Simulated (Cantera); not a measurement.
Mixture: H2 : O2 : N2 = 1 : 0.357 : 1.96 (molar parts), at 3750 Torr, adiabatic and at constant pressure. Ignition delay is the time to a rise of 400 K.

Computed with Cantera and the H2/O2 subset of GRI-Mech 3.0, which has no nitrogen chemistry. The hydrogen kinetics of GRI-Mech 3.0 are dated; newer H2 mechanisms differ, most at raised pressure. Where the delays flatten at high temperature, the 400 K rule measures the pace of heat release, not the induction time.

What does this change do: pressure from 3750 Torr to 1950 Torr?


```tsv
quantity	before	after
delay at 1275 K	10.1 µs	17.0 µs
delay at 1375 K	5.84 µs	11.0 µs
delay at 1475 K	3.98 µs	8.05 µs
delay at 1575 K	3.01 µs	6.50 µs
delay at 1675 K	2.46 µs	5.69 µs
delay at 1775 K	2.15 µs	5.32 µs
delay at 1875 K	1.98 µs	5.26 µs
```
